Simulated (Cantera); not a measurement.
# Thermodynamics of roasting and sulfation, feed FeS₂ + SO₃ + H₂O

A closed system holds: 1 mol FeS₂, 0.069 mol SO₃, a varied amount of H₂O, at 1175 °C and 0.320 bar.

Method: chemical equilibrium by Gibbs-energy minimisation in Cantera with the NASA 1993 tables (ideal gas, pure condensed phases). Candidate condensed phases: Fe, FeO, Fe(OH)₂, Fe(OH)₃, FeS, FeSO₄, FeS₂, Fe₂O₃, Fe₂(SO₄)₃, Fe₃O₄, H₂O, H₂SO₄, S; 22 gas species. FeS: taken at fixed stoichiometry. Kinetics and transport are ignored.

From 0.95 mol H₂O to 6.2 mol H₂O the condensed part is FeS(s). The main Fe-bearing gas is Fe(OH)₂ throughout.

```csv
n(H₂O) (mol),log p H₂O,log p S₂,log p SO₂,log p H₂S,log p H₂,n FeS(s)
0.95,-0.79,-1.10,-1.40,-1.67,-1.79,1.000
1.5,-0.72,-1.27,-1.46,-1.69,-1.73,1.000
2.1,-0.68,-1.42,-1.51,-1.74,-1.70,1.000
2.7,-0.65,-1.55,-1.55,-1.78,-1.68,1.000
3.3,-0.63,-1.65,-1.58,-1.83,-1.67,1.000
3.9,-0.62,-1.74,-1.61,-1.87,-1.67,1.000
4.4,-0.61,-1.81,-1.63,-1.90,-1.67,1.000
5,-0.60,-1.89,-1.65,-1.94,-1.67,1.000
5.6,-0.59,-1.96,-1.67,-1.97,-1.67,1.000
6.2,-0.59,-2.02,-1.69,-2.01,-1.67,1.000
```
log p: log10 of the partial pressure in bar; n: condensed amount in mol.
